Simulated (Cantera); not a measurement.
A freely propagating, adiabatic, planar premixed flame of CH4 : O2 : N2 : CO2 = 1 : 2.33 : 8.74 : 0.36 (molar parts), equivalence ratio 0.86, unburnt at 400 K and 5850 Torr; mixture-averaged transport, grid criteria slope 0.08 and curve 0.16, no radiation.

Model: GRI-Mech 3.0 (53 species, 325 reactions), integrated in Cantera. Burning velocities carry a grid error of a few per cent, more on coarse grids.

What does this change do: 1 parts H2O added?


```tsv
quantity	before	after
laminar burning velocity	16.8 cm/s	10.5 cm/s
thermal thickness	0.137 mm	0.207 mm
peak x(C2H)	6.41e-8	3.88e-8
peak x(C2H6)	0.000473	0.000394
```

What does this change do: CH4 1 to 1.3 parts?


| quantity | before | after |
|---|---|---|
| laminar burning velocity | 16.8 cm/s | 19.6 cm/s |
| thermal thickness | 0.137 mm | 0.126 mm |
| peak x(C2H) | 6.41e-8 | 4.50e-7 |
| peak x(C2H6) | 0.000473 | 0.000802 |
